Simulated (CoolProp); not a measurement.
A closed Brayton cycle with dry air: compressor inlet 317.15 K and 5.8 MPa, high pressure 17.7 MPa, turbine inlet 635 K, compressor efficiency 0.85, turbine efficiency 0.9, recuperator effectiveness 0.95 (on enthalpy, no pinch check). Each further row changes one setting.

Values from CoolProp's reference Helmholtz-energy equation of state, Lemmon 2000. It is a pseudo-pure fit of the blend.

```
case                           thermal efficiency (%)  net work (kJ/kg)  compressor to turbine work  compressor exit (K)  turbine exit (K)
-----------------------------  ----------------------  ----------------  --------------------------  -------------------  ----------------
as stated                                        11.0              18.8                        0.89                458.5             482.2
turbine inlet 585 K                               ___              5.50                        0.96                458.5             442.7
compressor inlet 327.15 K                         ___              13.9                        0.92                472.7             482.2
high pressure 15 MPa                              ___               ___                        0.84                434.7             502.3
recuperator effectiveness 0.5                     ___              18.8                        0.89                458.5             482.2
```

Q: Complete the blanks.

A: 
- turbine inlet 585 K, thermal efficiency (%): 4.0
- compressor inlet 327.15 K, thermal efficiency (%): 8.2
- high pressure 15 MPa, thermal efficiency (%): 14.8
- high pressure 15 MPa, net work (kJ/kg): 22.4
- recuperator effectiveness 0.5, thermal efficiency (%): 10.4
